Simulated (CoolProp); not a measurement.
n-decane along the isobar 0.101 MPa: Z from the reference equation and from simpler models built on Tc = 344.5 °C, pc = 2.101 MPa, ω = 0.488; each cubic takes its own stable root.

Computed with CoolProp (reference Helmholtz-energy equation of state, Lemmon 2006). It is a short technical equation, of lower accuracy than the large ones.

```csv
T (°C),phase,reference,Pitzer virial,van der Waals,Soave-Redlich-Kwong
208.65,gas,?,?,0.9737,0.9600
225.95,gas,0.9596,?,0.9759,0.9645
243.15,gas,0.9648,0.9661,0.9777,0.9684
260.45,gas,0.9691,0.9701,0.9794,0.9718
277.75,gas,0.9728,0.9735,0.9809,0.9748
295.05,gas,0.9759,0.9764,0.9823,0.9774
312.25,gas,0.9786,0.9790,0.9835,0.9797
329.55,gas,0.9809,0.9812,0.9847,0.9818
346.85,gas,0.9829,0.9832,0.9857,0.9837
```

Question: Fill in the missing entries.

Answer: 
- 208.65, reference: 0.9534
- 208.65, Pitzer virial: 0.9559
- 225.95, Pitzer virial: 0.9614
